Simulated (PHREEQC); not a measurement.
## Copper plating or etch bath: an equilibrium model

Make-up at 25 °C: 4.2 mmol/kgw CuSO4 and 0.46 mmol/kgw H3BO3. Closed to the air; pH follows from the charge balance.

Equilibrium calculation in PHREEQC: ion-association model, wateq4f.dat.

The pH is 5.05 and the ionic strength is 0.0132 mol/kgw.

```tsv
species	molality	activity	log γ
SO4-2	0.00330	0.00209	-0.198
Cu+2	0.00329	0.00212	-0.191
CuSO4	0.000901	0.000904	0.001
H3BO3	0.000460	0.000461	0.001
H+	9.79e-6	8.86e-6	-0.044
Cu2(OH)2+2	3.98e-6	2.50e-6	-0.202
CuOH+	2.69e-6	2.39e-6	-0.051
HSO4-	2.02e-6	1.80e-6	-0.050
Cu(OH)2	5.62e-7	5.64e-7	0.001
H2BO3-	3.39e-8	3.00e-8	-0.054
OH-	1.27e-9	1.13e-9	-0.052
```

This is a speciation only: nothing precipitates in the calculation. The solution is supersaturated, for example in Antlerite, Brochantite, so a real one may precipitate; this is no full list. Species that the database lacks are ignored.
